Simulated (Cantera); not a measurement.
A Cantera script and what it prints.

```python
import numpy as np
import cantera as ct

gas_names = """
    CL CL2 H HCL H2 N NH NH2 NH3 N2 N2H2 N2H4 Si SiCL SiCL2 SiCL3 SiCL4 SiH SiHCL3 SiH2 SiH2CL2 SiH3
    SiH3CL SiH4 SiN Si2 Si2N Si3
""".split()
cond_names = """
    NH4CL(a) NH4CL(b) Si(cr) Si(L) Si3N4(a)
""".split()


# ... load() reads the species with a 1 bar reference pressure and builds the phases ...
atoms = {
    'Si2Cl6': {'Si': 2, 'CL': 6},
    'NH3': {'N': 1, 'H': 3},
    'H2': {'H': 2},
    'N2': {'N': 2},
}
top_T = {'Si3N4(a)': 2400}  # K; cautious upper limits of use, not melting points


# ... equilibrate(T, P, feed) seeds the gas with the atoms and calls Mixture.equilibrate('TP', solver="vcs", rtol=1e-11, max_steps=5000) ...
results = []
feed = {'Si2Cl6': 1, 'NH3': 38, 'H2': 35, 'N2': 1.6}  # mol
for P in [5, 21, 85, 350, 1400, 5900, 24000, 100000]:
    for T in [948, 1023, 1098, 1173, 1248, 1323, 1398, 1473, 1548, 1623, 1698, 1773, 1848, 1923]:
        mix = equilibrate(T, P, feed)
        results.append((T, P, feed, dict(zip(mix.species_names, mix.species_moles))))

for T, P, feed, n in results:
    print(f"{T:7g} {P:10.4g}  " + (" + ".join(c for c in cond_names if n.get(c, 0) > 1e-12) or "gas only"))
```

It prints:

```
    948          5  Si3N4(a)
   1023          5  Si3N4(a)
   1098          5  Si3N4(a)
   1173          5  Si3N4(a)
   1248          5  Si3N4(a)
   1323          5  Si3N4(a)
   1398          5  Si3N4(a)
   1473          5  Si(cr)
   1548          5  Si(cr)
   1623          5  Si(cr)
   1698          5  gas only
   1773          5  gas only
   1848          5  gas only
   1923          5  gas only
    948         21  Si3N4(a)
   1023         21  Si3N4(a)
   1098         21  Si3N4(a)
   1173         21  Si3N4(a)
   1248         21  Si3N4(a)
   1323         21  Si3N4(a)
   1398         21  Si3N4(a)
   1473         21  Si3N4(a)
   1548         21  Si(cr)
   1623         21  Si(cr)
   1698         21  Si(L)
   1773         21  gas only
   1848         21  gas only
   1923         21  gas only
    948         85  Si3N4(a)
   1023         85  Si3N4(a)
   1098         85  Si3N4(a)
   1173         85  Si3N4(a)
   1248         85  Si3N4(a)
   1323         85  Si3N4(a)
   1398         85  Si3N4(a)
   1473         85  Si3N4(a)
   1548         85  Si3N4(a)
   1623         85  Si(cr)
   1698         85  Si(L)
   1773         85  Si(L)
   1848         85  Si(L)
   1923         85  gas only
    948        350  Si3N4(a)
   1023        350  Si3N4(a)
   1098        350  Si3N4(a)
   1173        350  Si3N4(a)
   1248        350  Si3N4(a)
   1323        350  Si3N4(a)
   1398        350  Si3N4(a)
   1473        350  Si3N4(a)
   1548        350  Si3N4(a)
   1623        350  Si3N4(a)
   1698        350  Si(L)
   1773        350  Si(L)
   1848        350  Si(L)
   1923        350  Si(L)
    948       1400  Si3N4(a)
   1023       1400  Si3N4(a)
   1098       1400  Si3N4(a)
   1173       1400  Si3N4(a)
   1248       1400  Si3N4(a)
   1323       1400  Si3N4(a)
   1398       1400  Si3N4(a)
   1473       1400  Si3N4(a)
   1548       1400  Si3N4(a)
   1623       1400  Si3N4(a)
   1698       1400  Si3N4(a)
   1773       1400  Si(L)
   1848       1400  Si(L)
   1923       1400  Si(L)
    948       5900  Si3N4(a)
   1023       5900  Si3N4(a)
   1098       5900  Si3N4(a)
   1173       5900  Si3N4(a)
   1248       5900  Si3N4(a)
   1323       5900  Si3N4(a)
   1398       5900  Si3N4(a)
   1473       5900  Si3N4(a)
   1548       5900  Si3N4(a)
   1623       5900  Si3N4(a)
   1698       5900  Si3N4(a)
   1773       5900  Si3N4(a)
   1848       5900  Si(L)
   1923       5900  Si(L)
    948    2.4e+04  Si3N4(a)
   1023    2.4e+04  Si3N4(a)
   1098    2.4e+04  Si3N4(a)
   1173    2.4e+04  Si3N4(a)
   1248    2.4e+04  Si3N4(a)
   1323    2.4e+04  Si3N4(a)
   1398    2.4e+04  Si3N4(a)
   1473    2.4e+04  Si3N4(a)
   1548    2.4e+04  Si3N4(a)
   1623    2.4e+04  Si3N4(a)
   1698    2.4e+04  Si3N4(a)
   1773    2.4e+04  Si3N4(a)
   1848    2.4e+04  Si3N4(a)
   1923    2.4e+04  Si(L)
    948      1e+05  Si3N4(a)
   1023      1e+05  Si3N4(a)
   1098      1e+05  Si3N4(a)
   1173      1e+05  Si3N4(a)
   1248      1e+05  Si3N4(a)
   1323      1e+05  Si3N4(a)
   1398      1e+05  Si3N4(a)
   1473      1e+05  Si3N4(a)
   1548      1e+05  Si3N4(a)
   1623      1e+05  Si3N4(a)
   1698      1e+05  Si3N4(a)
   1773      1e+05  Si3N4(a)
   1848      1e+05  Si3N4(a)
   1923      1e+05  Si3N4(a)
```

Equilibrium computed with Cantera from the NASA thermochemical tables; the gas is ideal and each condensed phase is pure. The feed counts by its element totals alone. The tables' values for SiCl3 are old estimates.
